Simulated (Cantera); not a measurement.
**Silicon oxide and oxynitride deposition: HMDSO + O3**

Charge: 1 mol HMDSO, 1.4 mol O3, held at 41.0 Pa.

These are equilibrium values from Cantera (NASA tables, ideal gas, pure condensed phases), not measurements of a reactor. Candidate condensed phases: C, C6H6, C7H8, C8H18, H2O, Si, SiC, SiO2; 123 gas species. The feed counts by its element totals alone. Mutual solubility and eutectic melting of coexisting phases are not modelled. The tables hold silica as quartz up to 1696 K and as liquid above; real silica turns to tridymite and cristobalite and melts near 1996 K. Gases not in the tables: Si2H6 and higher silanes. Equilibrium is a limit: real reactors are often held back by kinetics, nucleation or transport.

| T (°C) | x H2 | x CO | x H | x Si | x SiO | x Si2C | x SiC2 | n C(graphite) | n SiO2(β-quartz) | n SiC(s) |
|---|---|---|---|---|---|---|---|---|---|---|
| 825 | 0.882 | 0.118 | 1.15e-6 | <1e-12 | 1.03e-7 | <1e-12 | <1e-12 | 4.80 | 2.00 | 0 |
| 925 | 0.874 | 0.126 | 8.78e-6 | 5.23e-12 | 5.04e-5 | <1e-12 | <1e-12 | 4.65 | 1.95 | 0.0501 |
| 1025 | 0.670 | 0.328 | 4.33e-5 | 7.28e-10 | 0.00152 | <1e-12 | <1e-12 | 0 | 0.386 | 1.59 |
| 1125 | 0.639 | 0.325 | 0.000187 | 8.61e-8 | 0.0365 | 5.52e-11 | <1e-12 | 0 | 0.0572 | 1.43 |
| 1225 | 0.633 | 0.324 | 0.000675 | 1.45e-6 | 0.0422 | 2.17e-9 | 3.71e-11 | 0 | 0 | 1.40 |
| 1325 | 0.632 | 0.324 | 0.00209 | 1.60e-5 | 0.0422 | 5.02e-8 | 1.36e-9 | 0 | 0 | 1.40 |
| 1425 | 0.629 | 0.323 | 0.00566 | 0.000133 | 0.0421 | 7.93e-7 | 3.22e-8 | 0 | 0 | 1.40 |
| 1525 | 0.622 | 0.322 | 0.0137 | 0.000867 | 0.0415 | 9.11e-6 | 5.36e-7 | 0 | 0 | 1.39 |
| 1625 | 0.606 | 0.320 | 0.0301 | 0.00453 | 0.0391 | 7.87e-5 | 6.73e-6 | 0 | 0 | 1.36 |
| 1725 | 0.573 | 0.318 | 0.0600 | 0.0182 | 0.0308 | 0.000496 | 7.16e-5 | 0 | 0 | 1.25 |
| 1825 | 0.513 | 0.314 | 0.109 | 0.0475 | 0.0134 | 0.00193 | 0.000819 | 0 | 0 | 0.950 |
x: gas mole fraction; n: condensed amount in mol.

At 825 °C the condensed part is C(graphite) + SiO2(β-quartz). At 925 °C the condensed part is C(graphite) + SiC(s) + SiO2(β-quartz). From 1025 °C to 1125 °C the condensed part is SiC(s) + SiO2(β-quartz). From 1225 °C to 1825 °C the condensed part is SiC(s). The main Si-bearing gas is SiO at 825 °C and Si at 1825 °C.
